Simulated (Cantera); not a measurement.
Mixture: C3H8 : O2 : N2 = 1 : 2.27 : 15.2 (molar parts), equivalence ratio 2.2, at 0.730 atm, adiabatic and at constant volume. Ignition delay is the time to a rise of 400 K.

Model: GRI-Mech 3.0 (53 species, 325 reactions), integrated in Cantera. GRI-Mech 3.0 was tuned for natural gas; its chemistry of propane as a main component is partial and can be far from experiment.

Question: What does this change do: 1.8 parts CO2 added?

Answer: 
```
quantity                                                before       after
--------------------------------------------------  ----------  ----------
delay at 1175 K                                        16.5 ms     18.3 ms
delay at 1225 K                                        6.04 ms     6.75 ms
delay at 1275 K                                        2.46 ms     2.76 ms
delay at 1325 K                                        1.11 ms     1.25 ms
delay at 1375 K                                       0.555 ms    0.625 ms
delay at 1425 K                                       0.303 ms    0.342 ms
apparent activation energy between 1325 and 1425 K  200 kJ/mol  200 kJ/mol
```

Question: What does this change do: O2 2.27 to 3.1 parts?

Answer: 
| quantity | before | after |
|---|---|---|
| delay at 1175 K | 16.5 ms | 13.5 ms |
| delay at 1225 K | 6.04 ms | 4.86 ms |
| delay at 1275 K | 2.46 ms | 1.95 ms |
| delay at 1325 K | 1.11 ms | 0.868 ms |
| delay at 1375 K | 0.555 ms | 0.427 ms |
| delay at 1425 K | 0.303 ms | 0.230 ms |
| apparent activation energy between 1325 and 1425 K | 200 kJ/mol | 210 kJ/mol |
